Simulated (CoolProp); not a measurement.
The fluoroketone C6F12O (FK-5-1-12) along the isotherm 389.8 K: fugacity coefficient from the reference equation and from simpler models built on Tc = 441.8 K, pc = 1869 kPa, ω = 0.471; each cubic takes its own stable root.

The numbers come from the reference Helmholtz-energy equation of state, McLinden 2015 in CoolProp.

```
p (kPa)   phase  reference
-------  ------  ---------
29.6        gas     0.9913
43.4        gas     0.9872
63.7        gas     0.9812
93.5        gas     0.9725
137         gas     0.9597
201         gas     0.9410
296         gas     0.9133
434         gas     0.8731
637         gas     0.8134
935      liquid     0.5820
1370     liquid     0.4106
2010     liquid     0.2938
2960     liquid     0.2142
4340     liquid     0.1618
6370     liquid     0.1277
9350     liquid     0.1076
```

Question: How far does each simpler model (Soave-Redlich-Kwong, Peng-Robinson) lie from the reference over these 16 states: mean and median of the absolute difference, and the worst?

Answer: 
- Soave-Redlich-Kwong: mean 2.2 %, median 0.7 %, worst +8.4 % at 389.8 K and 9350 kPa
- Peng-Robinson: mean 0.5 %, median 0.3 %, worst -2.0 % at 389.8 K and 9350 kPa
